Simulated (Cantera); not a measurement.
Input (Python, Cantera) and output of one run.

```python
import numpy as np
import cantera as ct

gas_names = [...]  # 109 gases of nasa_gas.yaml made of C, Cl, H, Si
cond_names = """
    C(gr) C6H6(L) C7H8(L) C8H18(L),n-octa Si(cr) Si(L) SiC(b)
""".split()


# ... load() reads the species with a 1 bar reference pressure and builds the phases ...
atoms = {
    'SiCl4': {'Si': 1, 'CL': 4},
    'C2H2': {'C': 2, 'H': 2},
    'H2': {'H': 2},
}
top_T = {'C(gr)': 4500, 'SiC(b)': 3050}  # K; cautious upper limits of use, not melting points


# ... equilibrate(T, P, feed) seeds the gas with the atoms and calls Mixture.equilibrate('TP', solver="vcs", rtol=1e-11, max_steps=5000) ...
results = []
feed = {'SiCl4': 1, 'C2H2': 0.015, 'H2': 76}  # mol
P = 110  # Pa
for T in [1748, 1798, 1848, 1898, 1948, 1998, 2048, 2098, 2148, 2198]:
    mix = equilibrate(T, P, feed)
    results.append((T, P, feed, dict(zip(mix.species_names, mix.species_moles))))

top = {s: max(r[3][s] / sum(r[3][g] for g in gas_names) for r in results) for s in gas_names}
cols = sorted((s for s in top if top[s] > 0.0001), key=lambda s: -top[s])[:9]
seen = [c for c in cond_names if any(r[3].get(c, 0) > 1e-12 for r in results)]
print("log10 of partial pressures in bar; condensed amounts in mol")
print(f"{'T/K':>10s}" + "".join(f"{s[:9]:>10s}" for s in cols + seen))
for T, P, feed, n in results:
    ng = sum(n[g] for g in gas_names)
    print(f"{T:10.4g}" + "".join(f"{np.log10(max(n[s] / ng * P / 1e5, 1e-99)):10.3f}" for s in cols)
          + "".join(f"{n.get(c, 0):10.4g}" for c in seen))
```

Output:

```
log10 of partial pressures in bar; condensed amounts in mol
       T/K        H2         H       HCL        Si        CL     SiCL2      SiCL      Si2C       SiH     Si(L)    SiC(b)
      1748    -2.983    -5.132    -4.361    -5.837    -6.624    -5.217    -6.632    -7.935    -7.204     0.409   0.02916
      1798    -2.985    -4.946    -4.359    -5.511    -6.436    -5.242    -6.435    -7.489    -6.944     0.297   0.02766
      1848    -2.989    -4.770    -4.360    -5.203    -6.260    -5.268    -6.251    -7.069    -6.698   0.05831   0.02381
      1898    -2.994    -4.604    -4.337    -5.076    -6.069    -5.412    -6.218    -6.836    -6.632         0    0.0192
      1948    -2.999    -4.447    -4.318    -5.012    -5.890    -5.608    -6.245    -6.672    -6.626         0   0.01306
      1998    -3.006    -4.298    -4.309    -4.970    -5.728    -5.829    -6.298    -6.536    -6.640         0 0.0004632
      2048    -3.015    -4.158    -4.308    -4.941    -5.581    -6.066    -6.367    -6.667    -6.665         0         0
      2098    -3.027    -4.025    -4.316    -4.924    -5.447    -6.313    -6.449    -6.852    -6.701         0         0
      2148    -3.041    -3.901    -4.329    -4.917    -5.324    -6.568    -6.541    -7.070    -6.746         0         0
      2198    -3.060    -3.784    -4.349    -4.916    -5.212    -6.827    -6.640    -7.306    -6.798         0         0
```

Equilibrium computed with Cantera from the NASA thermochemical tables; the gas is ideal and each condensed phase is pure. Mutual solubility and eutectic melting of coexisting phases are not modelled. The tables' values for SiCl are old estimates; treat these amounts as uncertain. Gases not in the tables: Si2H6 and higher silanes.
